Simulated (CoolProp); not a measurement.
The numbers come from the reference Helmholtz-energy equation of state, Rui 2013 in CoolProp.

Question: Give the vapour pressure (bar), vapour density (kg/m³), enthalpy of vaporisation (kJ/kg), liquid conductivity (mW/(m K)) of saturated R236EA at 289.8, 326.1 K.

Answer: 
| T (K) | p (bar) | vapour density (kg/m³) | enthalpy of vaporisation (kJ/kg) | liquid conductivity (mW/(m K)) |
|---|---|---|---|---|
| 289.8 | 1.52 | 10.2 | 160 | 82.8 |
| 326.1 | 4.96 | 32.1 | 140 | 70.0 |

Thermal conductivity comes from a separate model (Huber 2003), an estimate that may be off by 10 % or more.
